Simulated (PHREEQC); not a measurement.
Solution (25 °C): 0.004 mol K2CO3 and 0.21 mol CuSO4 per kg of water. Closed to the air; pH follows from the charge balance.

Model: ion-association model, wateq4f.dat, run in PHREEQC.

This is a speciation only: nothing precipitates in the calculation.

### Question
Predict the pH, ionic strength.

### Answer
pH 5.22; ionic strength 0.405 mol/kgw.

### Question
In which forms is K present?

### Answer
K+ 87 %, KSO4- 13 % of the K.

The solution is supersaturated, for example in Antlerite, Brochantite, so a real one may precipitate; this is no full list.
